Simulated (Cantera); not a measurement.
An adiabatic, constant-volume homogeneous reactor starts with CH₄ : H₂ : O₂ : N₂ : CO₂ = 1 : 0.09 : 6.82 : 25.6 : 0.68 (molar parts), equivalence ratio 0.30, at 1375 K and 350000 Pa. Integrator tolerance rtol = 1e-08.

Model: GRI-Mech 3.0 (53 species, 325 reactions), integrated in Cantera.

```json
[
 {"quantity": "time of steepest temperature rise", "before": "0.609 ms", "after": "6.41 ms"},
 {"quantity": "temperature at 7.00 s", "before": "2154 K", "after": "1964 K"},
 {"quantity": "equilibrium temperature", "before": "2154 K", "after": "1964 K"},
 {"quantity": "x(CH₄) at 7.00 s", "before": "<1e-12 (gas-phase equilibrium <1e-12)", "after": "<1e-12 (gas-phase equilibrium <1e-12)"},
 {"quantity": "x(H₂) at 7.00 s", "before": "5.99e-5 (gas-phase equilibrium 5.99e-5)", "after": "1.48e-5 (gas-phase equilibrium 1.48e-5)"},
 {"quantity": "x(O₂) at 7.00 s", "before": "0.135 (gas-phase equilibrium 0.135)", "after": "0.137 (gas-phase equilibrium 0.137)"},
 {"quantity": "x(H₂O₂) at 7.00 s", "before": "1.54e-7 (gas-phase equilibrium 1.54e-7)", "after": "9.06e-8 (gas-phase equilibrium 9.05e-8)"},
 {"quantity": "x(H) at 7.00 s", "before": "1.44e-5 (gas-phase equilibrium 1.44e-5)", "after": "2.01e-6 (gas-phase equilibrium 2.01e-6)"},
 {"quantity": "x(CH₂) at 7.00 s", "before": "<1e-12 (gas-phase equilibrium <1e-12)", "after": "<1e-12 (gas-phase equilibrium <1e-12)"}
]
```

Task: What was changed between the two runs?
(A) pressure from 350000 Pa to 210000 Pa
(B) H2 0.09 to 0.058 parts
(C) initial temperature 1375 to 1148 K
(D) constant pressure in place of constant volume

Result: C, initial temperature 1375 to 1148 K
